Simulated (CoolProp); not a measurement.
The fluid at 293.15 K and 0.356 MPa flows at 2 m/s in a round tube of 100 mm bore and 15 µm roughness, fully developed (64/Re and Nu = 3.66 if laminar; Colebrook and Gnielinski if turbulent). The same conditions are run with several fluids, on thermodynamics alone (safety and materials aside).

Model: reference Helmholtz-energy equation of state of each fluid (CF4 (R14): Platzer 1990; propane: Lemmon 2009; CH2F2 (R32): Tillner-Roth 1997; R407C: Lemmon 2003; R507A: Lemmon 2003), in CoolProp. The equations of Platzer and Polt are older, rougher fits. Blends and air are pseudo-pure fits.

Rank CF4 (R14), propane, CH2F2 (R32), R407C, R507A by Reynolds number, highest first.

R507A (257000), R407C (223000), propane (172000), CF4 (R14) (152000), CH2F2 (R32) (121000)

```tsv
fluid	Darcy friction factor	pressure drop (Pa/m)	heat-transfer coefficient (W/(m² K))	mass flow (kg/h)
CF4 (R14)	0.0175	4.56	43.7	737
propane	0.0172	2.36	55.8	389
CH2F2 (R32)	0.0181	2.90	34.3	451
R407C	0.0165	4.43	52.9	760
R507A	0.0162	4.99	60.9	872
```

Transport values come from each fluid's own correlations; those of CF4 (R14), CH2F2 (R32) are estimates that may be off by 10 % or more.
